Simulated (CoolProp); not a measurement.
A single-stage vapour-compression cycle with isobutane: evaporating at 236.15 K (dew point), condensing at 287.15 K (bubble point), superheat 2 K, subcooling 0 K, compressor efficiency 0.85, no pressure losses. Each further row changes one setting.

Model: reference Helmholtz-energy equation of state, Bücker 2006, in CoolProp.

```csv
case,cooling COP,pressure ratio,discharge temperature (K),refrigerating effect (kJ/kg),volumetric capacity (kJ/m³)
as stated,3.20,7.52,299.3,276,275
evaporating temperature 241.15 K,3.70,5.91,297.4,282,352
condensing temperature 282.15 K,?,6.40,294.2,287,287
subcooling 5 K,?,7.52,299.3,287,286
superheat 12 K,?,7.52,309.6,290,277
compressor efficiency 0.75,2.82,7.52,?,276,275
```

### Question
What belongs in the gaps?

### Answer

- condensing temperature 282.15 K, cooling COP: 3.64
- subcooling 5 K, cooling COP: 3.33
- superheat 12 K, cooling COP: 3.22
- compressor efficiency 0.75, discharge temperature (K): 305.9
